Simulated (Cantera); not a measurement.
Input: 1 mol Si₂Cl₆, 670 mol H₂, 0.12 mol Cl₂, held at 1198 K and 1.80 mbar.

These are equilibrium values from Cantera (NASA tables, ideal gas, pure condensed phases), not measurements of a reactor. Candidate condensed phases: Si; 19 gas species. The feed counts by its element totals alone. Kinetics and transport are ignored.

Base state: H₂ 0.991, HCl 0.00889, SiCl₂ 0.000188 (mole fractions); condensed: Si(s).

Q: What changes in the equilibrium state with this change: H₂ from 670 to 33 mol?

A: 
```csv
species,before,after
H₂,0.991,0.870
HCl,0.00889,0.0966
SiCl₂,0.000188,0.0252
SiCl₄,2.01e-7,0.00363
SiCl₃,2.06e-6,0.00321
"Si(s), mol",1.87,0.817
```
The tables' values for SiCl₃ are old estimates; treat these amounts as uncertain.
